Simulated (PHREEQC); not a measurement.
Solution (90 °C): 0.13 mol/kgw TMAH. Closed to the air; pH follows from the charge balance.

The numbers come from PHREEQC with the ion-association model, wateq4f.dat.

No solid was allowed to form.

**Question.** Estimate the pH.

**Answer.** pH 11.40.

(CH3)4N+ isn't in the database: it is added as a free cation with an ion size of 4 Å. At this temperature some constants are extrapolated from 25 °C, and those without enthalpy data are left unchanged.
